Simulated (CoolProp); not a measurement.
A simple Rankine cycle with water: condensing at 304.15 K, boiler at 2.31 MPa, turbine inlet 643 K, turbine efficiency 0.65, pump efficiency 0.8, no recuperator. Each further row changes one setting.

The numbers come from the reference Helmholtz-energy equation of state, Wagner 2002 in CoolProp.

```
case                             thermal efficiency (%)  net work (kJ/kg)  heat in (kJ/kg)  turbine exit temperature (K)  volume ratio over the turbine
-------------------------------  ----------------------  ----------------  ---------------  ----------------------------  -----------------------------
as stated                                          22.7               691             3040                         304.1                            244
turbine inlet 663 K                                22.9               707             3090                         304.1                            238
condensing temperature 296.15 K                    23.6               725             3080                         296.2                            377
boiler pressure 1.62 MPa                           21.8               665             3060                         304.1                            172
turbine efficiency 0.55                            19.2               584             3040                         320.6                            266
```

The expansion ends wet for: as stated; turbine inlet 663 K; condensing temperature 296.15 K; boiler pressure 1.62 MPa.
